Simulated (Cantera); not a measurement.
An isothermal, constant-pressure homogeneous reactor starts with NO : N2 = 1 : 0.43 (molar parts), at 1773 K and 0.0267 bar. Integrator tolerance rtol = 1e-08.

Cantera simulation using GRI-Mech 3.0 (53 species, 325 reactions); the numbers are that mechanism's predictions, not measurements. Radical loss at walls, strong at low pressure, is not modelled.

Problem. What does this change do: temperature 1773 to 1800 K?

Solution. 
```tsv
quantity	before	after
x(NO) at 80.0 s	0.347 (gas-phase equilibrium 0.00443)	0.264 (gas-phase equilibrium 0.00486)
x(O) at 80.0 s	0.000251 (gas-phase equilibrium 0.000341)	0.000358 (gas-phase equilibrium 0.000442)
x(O2) at 80.0 s	0.176 (gas-phase equilibrium 0.347)	0.217 (gas-phase equilibrium 0.347)
x(NO2) at 80.0 s	0.000135 (gas-phase equilibrium 2.47e-6)	0.000108 (gas-phase equilibrium 2.56e-6)
x(N2O) at 80.0 s	3.46e-5 (gas-phase equilibrium 3.79e-8)	1.93e-5 (gas-phase equilibrium 4.14e-8)
x(N2) at 80.0 s	0.477 (gas-phase equilibrium 0.648)	0.518 (gas-phase equilibrium 0.648)
```

Problem. What does this change do: temperature 1773 to 1725 K?

Solution. 
```json
[
 {"quantity": "x(NO) at 80.0 s", "before": "0.347 (gas-phase equilibrium 0.00443)", "after": "0.470 (gas-phase equilibrium 0.00373)"},
 {"quantity": "x(O) at 80.0 s", "before": "0.000251 (gas-phase equilibrium 0.000341)", "after": "0.000129 (gas-phase equilibrium 0.000211)"},
 {"quantity": "x(O2) at 80.0 s", "before": "0.176 (gas-phase equilibrium 0.347)", "after": "0.114 (gas-phase equilibrium 0.348)"},
 {"quantity": "x(NO2) at 80.0 s", "before": "0.000135 (gas-phase equilibrium 2.47e-6)", "after": "0.000162 (gas-phase equilibrium 2.31e-6)"},
 {"quantity": "x(N2O) at 80.0 s", "before": "3.46e-5 (gas-phase equilibrium 3.79e-8)", "after": "6.69e-5 (gas-phase equilibrium 3.22e-8)"},
 {"quantity": "x(N2) at 80.0 s", "before": "0.477 (gas-phase equilibrium 0.648)", "after": "0.415 (gas-phase equilibrium 0.648)"}
]
```

Problem. What does this change do: temperature 1773 to 1550 K?

Solution. 
```
quantity                                             before                                     after
----------------  -----------------------------------------  ----------------------------------------
x(NO) at 80.0 s       0.347 (gas-phase equilibrium 0.00443)     0.664 (gas-phase equilibrium 0.00182)
x(O) at 80.0 s    0.000251 (gas-phase equilibrium 0.000341)   8.14e-6 (gas-phase equilibrium 2.85e-5)
x(O2) at 80.0 s         0.176 (gas-phase equilibrium 0.347)      0.0175 (gas-phase equilibrium 0.349)
x(NO2) at 80.0 s   0.000135 (gas-phase equilibrium 2.47e-6)  0.000139 (gas-phase equilibrium 1.77e-6)
x(N2O) at 80.0 s    3.46e-5 (gas-phase equilibrium 3.79e-8)  0.000139 (gas-phase equilibrium 1.63e-8)
x(N2) at 80.0 s         0.477 (gas-phase equilibrium 0.648)       0.318 (gas-phase equilibrium 0.649)
```
